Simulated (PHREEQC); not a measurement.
0.3 g of hydrous ferric oxide (600 m²/g; 0.2 weak and 0.005 strong sites per Fe, Dzombak-Morel constants, diffuse double layer) in 1 kg of water with 0.05 mol/kgw of an inert sodium salt and 0.00016 mol Na2SeO4 and 2.3e-06 mol CaCl2, at 25 °C; the pH is set by adding NaOH or the inert anion's acid. O2 is buffered at 0.21 atm. The system is closed to CO2. Precipitation was switched off in this run.

The series has 17 steps of pH, from 3 to 11.

Equilibrium calculation in PHREEQC: ion-association model, wateq4f.dat.

Question: Near which pH is half of the Se sorbed, and on which side is more sorbed?

Answer: Near pH 5.9, with more sorbed at lower pH.

Question: Near which pH is half of the Ca sorbed, and on which side is more sorbed?

Answer: Near pH 8.3, with more sorbed at higher pH.

The oxide is taken as insoluble; below pH 4 it would dissolve.
